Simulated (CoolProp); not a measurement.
Vapour-liquid equilibrium of n-hexane (1) + cyclohexane (2) at 45.75 °C; x and y are mole fractions of (1).

Values from CoolProp's multi-fluid Helmholtz-energy mixture model, Thol 2019 and Zhou 2014; pair parameters Bell 2016.

```json
[
 {"x": "0.05", "bubble pressure, mixture model (bar)": "0.3193", "bubble pressure, Raoult's law (bar)": "0.3165", "y, mixture model": "0.080", "y, Raoult's law": "0.073"},
 {"x": "0.2", "bubble pressure, mixture model (bar)": "0.3477", "bubble pressure, Raoult's law (bar)": "0.3397", "y, mixture model": "0.284", "y, Raoult's law": "0.273"},
 {"x": "0.35", "bubble pressure, mixture model (bar)": "0.3730", "bubble pressure, Raoult's law (bar)": "0.3628", "y, mixture model": "0.451", "y, Raoult's law": "0.447"},
 {"x": "0.5", "bubble pressure, mixture model (bar)": "0.3959", "bubble pressure, Raoult's law (bar)": "0.3860", "y, mixture model": "0.596", "y, Raoult's law": "0.600"},
 {"x": "0.65", "bubble pressure, mixture model (bar)": "0.4172", "bubble pressure, Raoult's law (bar)": "0.4091", "y, mixture model": "0.726", "y, Raoult's law": "0.736"},
 {"x": "0.8", "bubble pressure, mixture model (bar)": "0.4374", "bubble pressure, Raoult's law (bar)": "0.4323", "y, mixture model": "0.848", "y, Raoult's law": "0.857"},
 {"x": "0.95", "bubble pressure, mixture model (bar)": "0.4568", "bubble pressure, Raoult's law (bar)": "0.4554", "y, mixture model": "0.963", "y, Raoult's law": "0.966"}
]
```

The largest gap from Raoult's law is +2.8 % in bubble pressure, at x = 0.35. No azeotrope shows between x = 0.05 and 0.95.

Pair parameters are fitted to limited data, so mixtures are less certain than the pure fluids.
